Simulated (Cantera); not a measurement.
What does this Cantera script print?

```python
import numpy as np
import cantera as ct

gas_names = """
    CL CL2 H HCL H2 N NH NH2 NH3 N2 N2H2 N2H4 Si SiCL SiCL2 SiCL3 SiCL4 SiH SiHCL3 SiH2 SiH2CL2 SiH3
    SiH3CL SiH4 SiN Si2 Si2N Si3
""".split()
cond_names = """
    NH4CL(a) NH4CL(b) Si(cr) Si(L) Si3N4(a)
""".split()


# ... load() reads the species with a 1 bar reference pressure and builds the phases ...
atoms = {
    'SiH2Cl2': {'Si': 1, 'H': 2, 'CL': 2},
    'N2': {'N': 2},
    'H2': {'H': 2},
}
top_T = {'Si3N4(a)': 2400}  # K; cautious upper limits of use, not melting points


# ... equilibrate(T, P, feed) seeds the gas with the atoms and calls Mixture.equilibrate('TP', solver="vcs", rtol=1e-11, max_steps=5000) ...
results = []
feed = {'SiH2Cl2': 1, 'N2': 14, 'H2': 26}  # mol
T = 1223.15  # K
P = 210  # Pa
mix = equilibrate(T, P, feed)
results.append((T, P, feed, dict(zip(mix.species_names, mix.species_moles))))
x = sorted(zip(gas.X, gas.species_names), reverse=True)
print(f"T = {T:g} K  P = {P:g} Pa  gas = {mix.phase_moles(0):.4g} mol")
print("   x: " + "  ".join(f"{s} {v:.3e}" for v, s in x if v > 0.001))
print("   condensed (mol): " + ("  ".join(f"{mix.phase(i).name} {mix.phase_moles(i):.4g}"
      for i in range(1, mix.n_phases) if mix.phase_moles(i) > 1e-12) or "none"))
```

Result:

```
T = 1223.15 K  P = 210 Pa  gas = 41.33 mol
   x: H2 6.290e-01  N2 3.226e-01  HCL 4.834e-02
   condensed (mol): Si3N4(a) 0.3331
```

Method: chemical equilibrium by Gibbs-energy minimisation in Cantera with the NASA 1993 tables (ideal gas, pure condensed phases). N2 is the only nitrogen source here; it is nearly inert below about 1500 K, so the nitride shown seldom forms there in practice.
